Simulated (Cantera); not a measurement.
Charge: 1 mol borazine, 8.8 mol O₂, 0.31 mol N₂, at 1.33 mbar.

These are equilibrium values from Cantera (NASA tables, ideal gas, pure condensed phases), not measurements of a reactor. Candidate condensed phases: B, BN, B₂O₃, B₃O₃H₃, H₂O; 39 gas species. The feed counts by its element totals alone. Kinetics and transport are ignored. All values below are at 2125 K.

Base state: O₂ 0.398, HBO₂ 0.168, N₂ 0.150, H₂O 0.148, BO₂ 0.0372, O 0.0285, OH 0.0272, B₂O₃ 0.0239 (mole fractions); condensed: gas only.

Q: What changes in the equilibrium state with this change: borazine replaced by B?

A: 
```
species   before   after
-------  -------  ------
O₂         0.398   0.843
BO₂       0.0372  0.0496
O         0.0285  0.0415
HBO₂       0.168       0
H₂O        0.148       0
OH        0.0272       0
N₂         0.150  0.0317
B₂O₃      0.0239  0.0293
H        0.00669       0
H₂       0.00452       0
```

Q: What changes in the equilibrium state with this change: borazine replaced by BF₃?

A: 
```csv
species,before,after
O₂,0.398,0.764
F,0,0.0751
BF₃,0,0.0538
HBO₂,0.168,0
H₂O,0.148,0
BOF,0,0.0375
OH,0.0272,0
B₂O₃,0.0239,1.07e-9
BO₂,0.0372,9.25e-6
N₂,0.150,0.0265
O,0.0285,0.0395
H,0.00669,0
H₂,0.00452,0
```
The tables' values for BF₂ are old estimates; treat these amounts as uncertain.
